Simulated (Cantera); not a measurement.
A perfectly stirred reactor is fed with H₂ : O₂ : N₂ = 1.7 : 1 : 6.5 (molar parts), at 0.987 atm; it is held at 1050 K, and followed from long to short residence time.

Cantera simulation using the H2/O2 subset of GRI-Mech 3.0, which has no nitrogen chemistry; the numbers are that mechanism's predictions, not measurements. The temperature is held fixed by assumption; the heat of reaction is taken as removed at once.

Task: What does this change do: 0.35 parts H2O added?

Result: 
```csv
quantity,before,after
x(H₂) at τ = 0.300 s,0.00828,0.0118
x(O₂) at τ = 0.300 s,0.0220,0.0230
x(HO₂) at τ = 0.300 s,3.02e-5,3.46e-5
x(OH) at τ = 0.300 s,4.99e-6,3.28e-6
x(O) at τ = 0.300 s,3.28e-6,2.20e-6
x(H₂) at τ = 33.0 ms,0.0134,0.0203
x(O₂) at τ = 33.0 ms,0.0245,0.0272
x(HO₂) at τ = 33.0 ms,3.77e-5,4.63e-5
x(OH) at τ = 33.0 ms,2.67e-5,1.61e-5
x(O) at τ = 33.0 ms,2.00e-5,1.24e-5
```

Task: What does this change do: 0.16 parts H2O added?

Result: 
```csv
quantity,before,after
x(H₂) at τ = 0.300 s,0.00828,0.00985
x(O₂) at τ = 0.300 s,0.0220,0.0224
x(HO₂) at τ = 0.300 s,3.02e-5,3.23e-5
x(OH) at τ = 0.300 s,4.99e-6,4.08e-6
x(O) at τ = 0.300 s,3.28e-6,2.71e-6
x(H₂) at τ = 33.0 ms,0.0134,0.0161
x(O₂) at τ = 33.0 ms,0.0245,0.0255
x(HO₂) at τ = 33.0 ms,3.77e-5,4.13e-5
x(OH) at τ = 33.0 ms,2.67e-5,2.13e-5
x(O) at τ = 33.0 ms,2.00e-5,1.62e-5
```

Task: What does this change do: pressure from 0.987 atm to 0.493 atm?

Result: 
```json
[
 {"quantity": "x(H₂) at τ = 0.300 s", "before": "0.00828", "after": "0.00174"},
 {"quantity": "x(O₂) at τ = 0.300 s", "before": "0.0220", "after": "0.0188"},
 {"quantity": "x(HO₂) at τ = 0.300 s", "before": "3.02e-5", "after": "1.19e-5"},
 {"quantity": "x(OH) at τ = 0.300 s", "before": "4.99e-6", "after": "5.80e-5"},
 {"quantity": "x(O) at τ = 0.300 s", "before": "3.28e-6", "after": "2.30e-5"},
 {"quantity": "x(H₂) at τ = 33.0 ms", "before": "0.0134", "after": "0.00544"},
 {"quantity": "x(O₂) at τ = 33.0 ms", "before": "0.0245", "after": "0.0206"},
 {"quantity": "x(HO₂) at τ = 33.0 ms", "before": "3.77e-5", "after": "1.61e-5"},
 {"quantity": "x(OH) at τ = 33.0 ms", "before": "2.67e-5", "after": "0.000158"},
 {"quantity": "x(O) at τ = 33.0 ms", "before": "2.00e-5", "after": "0.000105"}
]
```
